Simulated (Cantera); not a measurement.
# Thermodynamics of iron carbonyl, mercury and lead vapours, feed PbO + H₂

Input: 1 mol PbO, 3.8 mol H₂, held at 27.0 Pa.

Cantera equilibrium calculation (NASA polynomials, part measured and part estimated; ideal gas, pure solids and liquids). Candidate condensed phases: H₂O, Pb, PbO, PbO₂, Pb₃O₄; 12 gas species. Kinetics and transport are ignored.

```csv
T (°C),x H₂,x H₂O,x Pb,x H,x PbO,n Pb(s),n Pb(l)
275,0.737,0.263,4.85e-10,<1e-12,<1e-12,1.00,0
350,0.737,0.263,7.69e-8,<1e-12,<1e-12,0,1.00
425,0.737,0.263,3.76e-6,1.18e-12,<1e-12,0,1.000
500,0.737,0.263,8.55e-5,4.74e-11,1.17e-12,0,1.000
575,0.736,0.263,0.00111,9.94e-10,7.97e-11,0,0.996
650,0.730,0.261,0.00939,1.27e-8,2.74e-9,0,0.964
725,0.695,0.248,0.0574,1.09e-7,5.51e-8,0,0.769
800,0.583,0.208,0.208,6.51e-7,5.60e-7,0,0
875,0.583,0.208,0.208,3.33e-6,1.37e-6,0,0
950,0.583,0.208,0.208,1.40e-5,3.03e-6,0,0
1025,0.583,0.208,0.208,4.98e-5,6.09e-6,0,0
1100,0.583,0.208,0.208,0.000155,1.14e-5,0,0
1175,0.583,0.208,0.208,0.000428,1.99e-5,0,0
1250,0.583,0.208,0.208,0.00107,3.30e-5,0,0
```
x: gas mole fraction; n: condensed amount in mol.

At 275 °C the condensed part is Pb(s). From 350 °C to 725 °C the condensed part is Pb(l). From 800 °C to 1250 °C nothing is condensed.
